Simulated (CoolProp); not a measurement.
Vapour-liquid equilibrium of toluene (1) + ethylbenzene (2) at 0.631 MPa; x and y are mole fractions of (1).

The numbers come from the multi-fluid Helmholtz-energy mixture model, Lemmon 2006 and Zhou 2012; pair parameters Bell 2016 in CoolProp.

```
x      bubble temperature, mixture model (K)  bubble temperature, Raoult's law (K)  y, mixture model  y, Raoult's law
-----  -------------------------------------  ------------------------------------  ----------------  ---------------
0.05                                   491.9                                 491.9               ___            0.082
0.125                                  489.3                                 489.1             0.180            0.195
0.2                                    486.8                                 486.4             0.277            0.299
0.275                                  484.4                                 483.8             0.367            0.393
0.35                                     ___                                 481.4               ___            0.480
0.425                                  479.8                                 479.0             0.532            0.560
0.5                                    477.6                                 476.8             0.607            0.633
0.575                                  475.5                                 474.6             0.678            0.701
0.65                                   473.3                                 472.5             0.745            0.764
0.725                                  471.2                                 470.5             0.808            0.821
0.8                                      ___                                 468.5               ___            0.875
0.875                                  467.0                                 466.6             0.920            0.925
0.95                                   465.0                                 464.8             0.970            0.971
```

Problem. Complete the blanks.

Solution. 
- 0.05, y, mixture model: 0.075
- 0.35, bubble temperature, mixture model (K): 482.1
- 0.35, y, mixture model: 0.452
- 0.8, bubble temperature, mixture model (K): 469.1
- 0.8, y, mixture model: 0.866

The largest gap from Raoult's law is +0.9 K in bubble temperature, at x = 0.575. No azeotrope shows between x = 0.05 and 0.95.

The pair parameters rest on a limited set of measurements; away from them the model extrapolates.
